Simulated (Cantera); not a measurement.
A perfectly stirred reactor is fed with 6.25 % H2, 11.6 % O2, 82.2 % N2, at 0.132 atm; it is held at 950 K, and followed from long to short residence time.

Detailed kinetics in Cantera: GRI-Mech 3.0 (53 species, 325 reactions). Radical loss at walls, strong at low pressure, is not modelled. The temperature is held fixed by assumption; the heat of reaction is taken as removed at once.

One state of this run: x H2 = 0.00802; x O2 = 0.0906; x N2O = 8.59e-9; x H2O = 0.0554; x NO = 1.03e-7; x O = 0.000641; x H2O2 = 6.58e-7. x: mole fraction; the columns are a selection and need not sum to one.

### Question
Which value of τ (s) does it belong to?
A. 0.010
B. 0.0033
C. 0.091
D. 0.0011

### Answer
A, 0.010
